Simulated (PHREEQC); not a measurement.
Dissolve 35 mmol/kgw H2SO4, 7 mmol/kgw LiCl and 1.9 mmol/kgw MgSO4 at 25 °C. Closed to the air; pH follows from the charge balance.

The numbers come from PHREEQC with the ion-association model, wateq4f.dat.

Question: The ionic strength comes out as 0.0688 mol/kgw. What activity coefficients do HSO4-, H+, Li+, Mg+2, SO4-2 get?

Answer: HSO4- 0.80, H+ 0.84, Li+ 0.82, Mg+2 0.45, SO4-2 0.42.

Precipitation was switched off in this run. Species that the database lacks are ignored.
